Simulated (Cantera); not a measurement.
A perfectly stirred reactor is fed with CO : H₂ : O₂ : N₂ : H₂O = 1 : 0.94 : 1.7 : 6.4 : 1.2 (molar parts), equivalence ratio 0.57, at 36000 Pa; it is adiabatic with a 575 K inlet, and is followed from long to short residence time, starting on the burning branch (τ in s: 0.23, 0.088, 0.033, 0.013, 0.0048, 0.0018, 0.00069, 0.00026, 9.9e-05).

Computed with Cantera and GRI-Mech 3.0 (53 species, 325 reactions).

x: mole fraction; the columns are a selection and need not sum to one.

| τ (s) | T (K) | x CO | x H₂ | x O₂ | x NO | x H₂O | x O |
|---|---|---|---|---|---|---|---|
| 0.23 | 1868 | 0.00107 | 0.000500 | 0.0708 | ___ | 0.206 | 0.000377 |
| 0.088 | 1854 | 0.00190 | 0.000889 | 0.0711 | ___ | 0.205 | 0.000674 |
| 0.033 | 1828 | 0.00339 | 0.00161 | 0.0716 | ___ | 0.203 | 0.00124 |
| 0.013 | 1789 | 0.00566 | 0.00274 | 0.0725 | ___ | 0.200 | 0.00214 |
| 0.0048 | 1725 | 0.00922 | 0.00456 | 0.0742 | ___ | 0.196 | 0.00365 |
| 0.0018 | 1632 | 0.0143 | 0.00688 | 0.0770 | ___ | 0.191 | 0.00564 |
| 0.00069 | 1504 | 0.0227 | 0.00928 | 0.0822 | ___ | 0.184 | 0.00750 |
| 0.00026 | 1295 | 0.0462 | 0.0128 | 0.0962 | ___ | 0.178 | 0.00679 |
| 9.9e-5 | 575 | 0.0890 | 0.0836 | 0.151 | <1e-12 | 0.107 | <1e-12 |

### Question
What belongs in the gaps?

### Answer

- 0.23, x NO: 5.12e-5
- 0.088, x NO: 3.39e-5
- 0.033, x NO: 2.17e-5
- 0.013, x NO: 1.43e-5
- 0.0048, x NO: 1.08e-5
- 0.0018, x NO: 9.50e-6
- 0.00069, x NO: 7.28e-6
- 0.00026, x NO: 2.50e-6
